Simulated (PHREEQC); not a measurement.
Leach liquor (model solution)

Consider water at 25 °C with 120 mmol/kgw HCl and 2.9 mmol/kgw ZnSO4. Closed to the air; pH follows from the charge balance.

Equilibrium calculation in PHREEQC: ion-association model, wateq4f.dat.

Each row changes one thing in this solution. This is a speciation only: nothing precipitates in the calculation.

| case | pH | Zn+2 (mol/kgw) | HSO4- (mol/kgw) | SO4-2 (mol/kgw) | ZnCl+ (mol/kgw) | ZnSO4 (mol/kgw) | SI of Goslarite (ZnSO4:7H2O) | SI of Zincite(c) (ZnO) |
|---|---|---|---|---|---|---|---|---|
| as made | 1.02 | 0.00253 | 0.00231 | 0.000547 | 0.000303 | 4.07e-5 | -4.80 | -12.13 |
| diluted 100-fold with water | 2.94 | 2.88e-5 | 2.61e-6 | 2.63e-5 | 7.93e-8 | 1.29e-7 | -7.30 | -9.87 |
| diluted 10-fold with water | 1.97 | [?] | 0.000122 | 0.000163 | 5.83e-6 | 4.41e-6 | -5.77 | [?] |
| ZnSO4 from 0.0029 to 0.00261 mol/kgw | 1.02 | 0.00228 | 0.00209 | 0.000491 | 0.000274 | 3.31e-5 | -4.89 | -12.18 |
| temperature from 25 to 30 °C | 1.02 | 0.00247 | [?] | 0.000503 | 0.000365 | 3.74e-5 | -4.89 | -11.88 |

Task: Some entries are withheld; supply them.

Result: 
- diluted 10-fold with water, Zn+2 (mol/kgw): 0.000280
- diluted 10-fold with water, SI of Zincite(c) (ZnO): -10.95
- temperature from 25 to 30 °C, HSO4- (mol/kgw): 0.00236
